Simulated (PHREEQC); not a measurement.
A column of 0.1 m (40 cells, dispersivity 0.0035 m, 300 s a shift, diffusion coefficient 3e-10 m²/s) holds 0.28 eq of the database's cation exchanger X per kg of pore water, first in equilibrium with 0.0035 mol/kgw ZnSO4, 0.017 mol/kgw MgSO4 and 1e-05 mol/kgw HCl. It is flushed with 84 mmol/kgw MgCl2, 13 mmol/kgw CaCl2 and 0.01 mmol/kgw HCl, at 40 °C. Values are for the last cell. The system is closed to CO2. No solid was allowed to form.

Base run: PHREEQC, ion-association model, phreeqc.dat. Each further column changes one thing. The table gives Ca in solution (mol/kgw).

```tsv
pore volumes	base	exchange capacity from 0.28 to 0.14 eq/kgw	dispersivity from 0.0035 to 0.007 m
0	0	0	0
0.9125	7.28e-11	6.44e-7	8.01e-8
1.663	0.000161	0.00325	0.000605
2.413	0.00272	0.0101	0.00387
3.312	0.00836	0.0126	0.00834
4.213	0.0116	0.0130	0.0110
4.963	0.0126	0.0130	0.0121
```

Constants without temperature data keep their 25 °C values here.
